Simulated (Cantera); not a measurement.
Feed: 1 mol SiH₂Cl₂, 18 mol N₂O, 1 mol N₂, equilibrated at 1.40 mbar.

These are equilibrium values from Cantera (NASA tables, ideal gas, pure condensed phases), not measurements of a reactor. Candidate condensed phases: H₂O, NH₄Cl, Si, SiO₂, Si₂N₂O, Si₃N₄; 47 gas species. The tables hold silica as quartz up to 1696 K and as liquid above; real silica turns to tridymite and cristobalite and melts near 1996 K. Kinetics and transport are ignored.

Q: Which condensed phases are stable at each of these points (T (°C)): 452, 552, 652, 752, 852, 952, 1052, 1152, 1252?

A: 
| T (°C) | condensed phases | Si condensed (%) |
|---|---|---|
| 452 | SiO₂(α-quartz) | 100.0 |
| 552 | SiO₂(α-quartz) | 100.0 |
| 652 | SiO₂(β-quartz) | 100.0 |
| 752 | SiO₂(β-quartz) | 100.0 |
| 852 | SiO₂(β-quartz) | 100.0 |
| 952 | SiO₂(β-quartz) | 100.0 |
| 1052 | SiO₂(β-quartz) | 100.0 |
| 1152 | SiO₂(β-quartz) | 100.0 |
| 1252 | SiO₂(β-quartz) | 100.0 |

From 452 °C to 552 °C the condensed part is SiO₂(α-quartz). From 652 °C to 1252 °C the condensed part is SiO₂(β-quartz).
